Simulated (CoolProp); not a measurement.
Model: reference Helmholtz-energy equation of state, Span 2000, in CoolProp.

### Question
Give the vapour pressure (MPa), liquid density (kg/m³), liquid cp (kJ/(kg K)), liquid viscosity (µPa s) of saturated nitrogen at 105.3, 108.6 K.

### Answer
```json
[
 {"T (K)": "105.3", "p (MPa)": "1.10", "liquid density (kg/m³)": "655", "liquid cp (kJ/(kg K))": "2.49", "liquid viscosity (µPa s)": "64.7"},
 {"T (K)": "108.6", "p (MPa)": "1.35", "liquid density (kg/m³)": "632", "liquid cp (kJ/(kg K))": "2.65", "liquid viscosity (µPa s)": "58.5"}
]
```

Viscosity comes from a separate model (Lemmon 2004).
